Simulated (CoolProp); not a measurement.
Properties of R1224YDZ along the isobar 1.81 MPa (Tc = 428.7 K, pc = 3.334 MPa, ω = 0.325).

Values from CoolProp's reference Helmholtz-energy equation of state, Akasaka 2023.

| T (K) | phase | Z | cv (kJ/(kg K)) | speed of sound (m/s) | Joule-Thomson coefficient (K/MPa) | fugacity coefficient |
|---|---|---|---|---|---|---|
| 253.5 | liquid | 0.08616 | 0.7558 | 799.9 | -0.3673 | 0.01266 |
| 275.5 | liquid | 0.08232 | 0.7840 | 714.6 | -0.3234 | 0.03520 |
| 297.5 | liquid | 0.07944 | 0.8136 | 632.1 | -0.2645 | 0.08072 |
| 319.4 | liquid | 0.07748 | 0.8435 | 551.2 | -0.1828 | 0.1589 |
| 341.4 | liquid | 0.07647 | 0.8737 | 469.6 | -0.06016 | 0.2785 |
| 363.3 | liquid | 0.07669 | 0.9043 | 385.9 | 0.1430 | 0.4422 |
| 385.3 | liquid | 0.07893 | 0.9378 | 294.8 | 0.5601 | 0.6488 |
| 407.3 | gas | 0.7119 | 0.9575 | 115.2 | 16.78 | 0.7790 |
| 429.2 | gas | 0.7802 | 0.9559 | 128.7 | 12.29 | 0.8177 |
| 451.2 | gas | 0.8250 | 0.9662 | 138.7 | 9.715 | 0.8476 |
| 473.1 | gas | 0.8573 | 0.9811 | 146.9 | 8.022 | 0.8714 |
